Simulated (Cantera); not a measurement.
## Moist CO burnout

A perfectly stirred reactor is fed with 0.438 % CO, 3.81 % O2, 0.524 % H2O, 95.2 % N2, at 1950 Torr; it is held at 1275 K, and followed from long to short residence time.

Detailed kinetics in Cantera: GRI-Mech 3.0 (53 species, 325 reactions).

```json
[
 {"τ (s)": "0.38", "x CO": "0.000131", "x O2": "0.0360", "x H2O": "0.00524", "x NO2": "2.03e-8", "x H": "6.95e-8"},
 {"τ (s)": "0.18", "x CO": "0.000220", "x O2": "0.0361", "x H2O": "0.00524", "x NO2": "1.61e-8", "x H": "1.41e-7"},
 {"τ (s)": "0.081", "x CO": "0.000380", "x O2": "0.0362", "x H2O": "0.00524", "x NO2": "1.09e-8", "x H": "2.96e-7"},
 {"τ (s)": "0.038", "x CO": "0.000624", "x O2": "0.0363", "x H2O": "0.00523", "x NO2": "6.55e-9", "x H": "5.83e-7"},
 {"τ (s)": "0.018", "x CO": "0.000989", "x O2": "0.0364", "x H2O": "0.00523", "x NO2": "3.58e-9", "x H": "1.09e-6"},
 {"τ (s)": "0.0082", "x CO": "0.00153", "x O2": "0.0367", "x H2O": "0.00522", "x NO2": "1.72e-9", "x H": "1.95e-6"},
 {"τ (s)": "0.0038", "x CO": "0.00221", "x O2": "0.0370", "x H2O": "0.00521", "x NO2": "7.64e-10", "x H": "3.11e-6"},
 {"τ (s)": "0.0018", "x CO": "0.00292", "x O2": "0.0373", "x H2O": "0.00521", "x NO2": "3.16e-10", "x H": "4.21e-6"},
 {"τ (s)": "0.00083", "x CO": "0.00358", "x O2": "0.0377", "x H2O": "0.00521", "x NO2": "1.08e-10", "x H": "4.63e-6"}
]
```
x: mole fraction; the columns are a selection and need not sum to one.
